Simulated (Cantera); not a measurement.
Gas mixture: N₂O = 0.39 (molar parts), at 10.5 Torr, frozen composition.

Cantera's kinetic-theory transport with the Lennard-Jones parameters of GRI-Mech 3.0, ideal gas; thermal conductivity in the mixture-averaged form. The composition is frozen, though it would react at the higher temperatures.

One state of this run: ρ (kg/m³) = 0.0124; cp (J/kg/K) = 1101; μ (µPa s) = 27.3; λ (mW/m/K) = 40.7; Pr = 0.739; D (cm²/s) H₂O = 46.3; D (cm²/s) H₂ = 156; D (cm²/s) H = 248. D: mixture-averaged diffusion coefficient of that species in the mixture.

Question: Which value of T (K) does it belong to?
(A) 900
(B) 500
(C) 600
(D) 1100

Answer: C, 600
